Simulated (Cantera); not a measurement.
Feed: 1 mol Mg(OH)₂, 8.7 mol CO₂, equilibrated at 0.0860 bar.

Cantera equilibrium calculation (NASA polynomials, part measured and part estimated; ideal gas, pure solids and liquids). Candidate condensed phases: C, C₆H₆, C₇H₈, C₈H₁₈, H₂O, Mg, MgCO₃, MgO, Mg(OH)₂; 116 gas species. The numbers say what is thermodynamically allowed, not how fast it happens.

x: gas mole fraction; n: condensed amount in mol.

| T (°C) | x CO₂ | x H₂O | x CO | x O₂ | n MgO(s) |
|---|---|---|---|---|---|
| 1402 | 0.892 | 0.103 | 0.00363 | 0.00183 | 1.000 |
| 1452 | 0.889 | 0.102 | 0.00535 | 0.00269 | 1.000 |
| 1502 | 0.886 | 0.102 | [?] | [?] | 1.000 |
| 1552 | 0.881 | 0.102 | 0.0108 | 0.00542 | 1.000 |
| 1602 | 0.875 | 0.101 | 0.0150 | 0.00746 | 1.000 |
| 1652 | 0.867 | 0.101 | 0.0203 | 0.0101 | 1.000 |
| 1702 | 0.857 | 0.1000 | [?] | [?] | 1.000 |
| 1752 | 0.844 | 0.0990 | 0.0354 | 0.0175 | 1.000 |
| 1802 | 0.829 | 0.0978 | 0.0457 | 0.0224 | 1.000 |
| 1852 | 0.811 | 0.0962 | 0.0580 | 0.0283 | 1.000 |
| 1902 | 0.789 | 0.0944 | 0.0725 | 0.0353 | 0.999 |

**Question.** Some entries are withheld; supply them.

**Answer.** 
- 1502, x CO: 0.00769
- 1502, x O₂: 0.00386
- 1702, x CO: 0.0270
- 1702, x O₂: 0.0134
